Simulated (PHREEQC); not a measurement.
# Cooling-tower water

Synthetic water in mg/kgw, 92 °C, pH 6.23, pe 12.7: Na 337; K 512; Ca 97.3; Mg 36.6; Cl 531; S(6) as SO4 575; Alkalinity as HCO3 528; Br 0.401; O(0) (dissolved oxygen) 7.4; Si as SiO2 9.79; Li 1.55.

Valence states are taken as typed.

Equilibrium calculation in PHREEQC: ion-association model, phreeqc.dat.

The ionic strength is 0.0396 mol/kgw and the specific conductance is 10200 µS/cm. The charge-balance error is 0.4 %.

```
species  molality  activity   log γ
-------  --------  --------  ------
Cl-        0.0150    0.0121  -0.093
Na+        0.0144    0.0118  -0.088
K+         0.0127    0.0102  -0.094
CO2       0.00980   0.00989   0.004
HCO3-     0.00838   0.00688  -0.086
SO4-2     0.00428   0.00191  -0.351
Ca+2      0.00185  0.000839  -0.343
Mg+2     0.000780  0.000362  -0.333
MgSO4    0.000656  0.000662   0.004
```

Precipitation was switched off in this run. Away from 25 °C the constants follow the database's enthalpies or fits; those with neither stay at their 25 °C values.
